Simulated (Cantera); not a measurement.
A perfectly stirred reactor is fed with NO : N2 = 1 : 17 (molar parts), at 100.0 Torr; it is held at 1898 K, and followed from long to short residence time.

Cantera simulation using GRI-Mech 3.0 (53 species, 325 reactions); the numbers are that mechanism's predictions, not measurements.

Problem. What does this change do: pressure from 100.0 Torr to 20.0 Torr?

Solution. 
```tsv
quantity	before	after
x(NO) at τ = 5.10 s	0.0509	0.0542
x(O2) at τ = 5.10 s	0.00231	0.000629
x(NO2) at τ = 5.10 s	4.51e-6	1.33e-6
x(O) at τ = 5.10 s	4.55e-5	6.89e-5
x(N2O) at τ = 5.10 s	1.12e-6	1.23e-6
x(NO) at τ = 28.0 ms	0.0555	0.0556
x(O2) at τ = 28.0 ms	2.39e-6	6.77e-8
x(NO2) at τ = 28.0 ms	9.11e-7	3.32e-8
x(O) at τ = 28.0 ms	8.66e-6	1.77e-6
x(N2O) at τ = 28.0 ms	1.11e-6	6.43e-7
```
Radical loss at walls, strong at low pressure, is not modelled.

Problem. What does this change do: pressure from 100.0 Torr to 10.00 Torr?

Solution. 
| quantity | before | after |
|---|---|---|
| x(NO) at τ = 5.10 s | 0.0509 | 0.0548 |
| x(O2) at τ = 5.10 s | 0.00231 | 0.000331 |
| x(NO2) at τ = 5.10 s | 4.51e-6 | 7.43e-7 |
| x(O) at τ = 5.10 s | 4.55e-5 | 7.91e-5 |
| x(N2O) at τ = 5.10 s | 1.12e-6 | 1.23e-6 |
| x(NO) at τ = 28.0 ms | 0.0555 | 0.0556 |
| x(O2) at τ = 28.0 ms | 2.39e-6 | 1.50e-8 |
| x(NO2) at τ = 28.0 ms | 9.11e-7 | 6.41e-9 |
| x(O) at τ = 28.0 ms | 8.66e-6 | 7.98e-7 |
| x(N2O) at τ = 28.0 ms | 1.11e-6 | 4.22e-7 |
Radical loss at walls, strong at low pressure, is not modelled.
